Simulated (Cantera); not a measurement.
An isothermal, constant-pressure homogeneous reactor starts with C2H6 : N2 = 1 : 19 (molar parts), at 1625 K and 101000 Pa. Integrator tolerance rtol = 1e-08.

Cantera simulation using GRI-Mech 3.0 (53 species, 325 reactions); the numbers are that mechanism's predictions, not measurements. GRI-Mech 3.0 stops at C3 and has no aromatics, soot or wall deposition, so with more carbon than oxygen in the feed, carbon stays in small species such as C2H2 where larger ones or solid carbon would form.

Question: What does this change do: temperature 1625 to 1700 K?

Answer: 
```json
[
 {"quantity": "x(C2H6) at 100 s", "before": "1.14e-7 (gas-phase equilibrium 3.87e-8)", "after": "4.04e-8 (gas-phase equilibrium 1.28e-8)"},
 {"quantity": "x(H) at 100 s", "before": "2.10e-5 (gas-phase equilibrium 2.11e-5)", "after": "4.41e-5 (gas-phase equilibrium 4.43e-5)"},
 {"quantity": "x(H2) at 100 s", "before": "0.0886 (gas-phase equilibrium 0.0896)", "after": "0.0897 (gas-phase equilibrium 0.0902)"},
 {"quantity": "x(HCN) at 100 s", "before": "5.94e-6 (gas-phase equilibrium 0.0606)", "after": "4.41e-5 (gas-phase equilibrium 0.0624)"},
 {"quantity": "x(CH2) at 100 s", "before": "1.51e-9 (gas-phase equilibrium 8.71e-10)", "after": "3.70e-9 (gas-phase equilibrium 2.08e-9)"},
 {"quantity": "x(C2H4) at 100 s", "before": "0.000355 (gas-phase equilibrium 0.000119)", "after": "0.000197 (gas-phase equilibrium 6.20e-5)"},
 {"quantity": "x(CH3) at 100 s", "before": "6.63e-6 (gas-phase equilibrium 3.86e-6)", "after": "7.29e-6 (gas-phase equilibrium 4.10e-6)"}
]
```
